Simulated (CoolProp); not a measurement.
Vapour-liquid equilibrium of n-pentane (1) + cyclohexane (2) at 0.14 MPa; x and y are mole fractions of (1).

Model: multi-fluid Helmholtz-energy mixture model, Thol 2019 and Zhou 2014; pair parameters Bell 2016, in CoolProp.

```json
[
 {"x": "0.05", "bubble temperature, mixture model (K)": "360.2", "bubble temperature, Raoult's law (K)": "360.7", "y, mixture model": "0.166", "y, Raoult's law": "0.159"},
 {"x": "0.125", "bubble temperature, mixture model (K)": "354.0", "bubble temperature, Raoult's law (K)": "355.0", "y, mixture model": "0.353", "y, Raoult's law": "0.345"},
 {"x": "0.2", "bubble temperature, mixture model (K)": "348.7", "bubble temperature, Raoult's law (K)": "350.0", "y, mixture model": "0.490", "y, Raoult's law": "0.485"},
 {"x": "0.275", "bubble temperature, mixture model (K)": "344.3", "bubble temperature, Raoult's law (K)": "345.6", "y, mixture model": "0.593", "y, Raoult's law": "0.594"},
 {"x": "0.35", "bubble temperature, mixture model (K)": "(withheld)", "bubble temperature, Raoult's law (K)": "341.6", "y, mixture model": "0.674", "y, Raoult's law": "0.680"},
 {"x": "0.425", "bubble temperature, mixture model (K)": "337.0", "bubble temperature, Raoult's law (K)": "338.0", "y, mixture model": "0.739", "y, Raoult's law": "0.748"},
 {"x": "0.5", "bubble temperature, mixture model (K)": "333.9", "bubble temperature, Raoult's law (K)": "334.8", "y, mixture model": "0.792", "y, Raoult's law": "0.804"},
 {"x": "0.575", "bubble temperature, mixture model (K)": "331.2", "bubble temperature, Raoult's law (K)": "331.9", "y, mixture model": "(withheld)", "y, Raoult's law": "0.849"},
 {"x": "0.65", "bubble temperature, mixture model (K)": "328.7", "bubble temperature, Raoult's law (K)": "329.2", "y, mixture model": "(withheld)", "y, Raoult's law": "0.887"},
 {"x": "0.725", "bubble temperature, mixture model (K)": "326.4", "bubble temperature, Raoult's law (K)": "326.7", "y, mixture model": "0.907", "y, Raoult's law": "0.919"},
 {"x": "0.8", "bubble temperature, mixture model (K)": "324.2", "bubble temperature, Raoult's law (K)": "324.4", "y, mixture model": "(withheld)", "y, Raoult's law": "0.946"},
 {"x": "0.875", "bubble temperature, mixture model (K)": "322.2", "bubble temperature, Raoult's law (K)": "322.3", "y, mixture model": "(withheld)", "y, Raoult's law": "0.969"},
 {"x": "0.95", "bubble temperature, mixture model (K)": "320.3", "bubble temperature, Raoult's law (K)": "320.3", "y, mixture model": "0.986", "y, Raoult's law": "0.988"}
]
```

**Question.** What belongs in the gaps?

**Answer.** 
- 0.35, bubble temperature, mixture model (K): 340.4
- 0.575, y, mixture model: 0.836
- 0.65, y, mixture model: 0.874
- 0.8, y, mixture model: 0.936
- 0.875, y, mixture model: 0.962

The largest gap from Raoult's law is -1.3 K in bubble temperature, at x = 0.275. No azeotrope shows between x = 0.05 and 0.95.

The pair parameters rest on a limited set of measurements; away from them the model extrapolates.
